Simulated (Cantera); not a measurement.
Charge: 1 mol PbO, 25 mol H2, 8.6 mol N2, at 1.00 bar.

These are equilibrium values from Cantera (NASA tables, ideal gas, pure condensed phases), not measurements of a reactor. Candidate condensed phases: H2O, Pb, PbO, PbO2, Pb3O4; 27 gas species. Equilibrium is a limit: real reactors are often held back by kinetics, nucleation or transport.

Problem. Which condensed phases are stable at each of these points (T (°C)): 625, 775, 925, 1075, 1225, 1375, 1525?

Solution. 
```json
[
 {"T (°C)": "625", "condensed phases": "Pb(l)", "Pb condensed (%)": "100.0"},
 {"T (°C)": "775", "condensed phases": "Pb(l)", "Pb condensed (%)": "99.8"},
 {"T (°C)": "925", "condensed phases": "Pb(l)", "Pb condensed (%)": "97.9"},
 {"T (°C)": "1075", "condensed phases": "Pb(l)", "Pb condensed (%)": "83.9"},
 {"T (°C)": "1225", "condensed phases": "Pb(l)", "Pb condensed (%)": "17.0"},
 {"T (°C)": "1375", "condensed phases": "gas only", "Pb condensed (%)": "0.0"},
 {"T (°C)": "1525", "condensed phases": "gas only", "Pb condensed (%)": "0.0"}
]
```

From 625 °C to 1225 °C the condensed part is Pb(l). From 1375 °C to 1525 °C nothing is condensed.
